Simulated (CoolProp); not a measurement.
Computed with CoolProp (reference Helmholtz-energy equation of state, Thol 2018).

For hydrogen chloride, give the phase and the cp (kJ/(kg K)) at 347.05 °C and 0.338 MPa; 21.65 °C and 0.113 MPa.


- 347.05 °C and 0.338 MPa: gas; cp 0.816
- 21.65 °C and 0.113 MPa: gas; cp 0.811
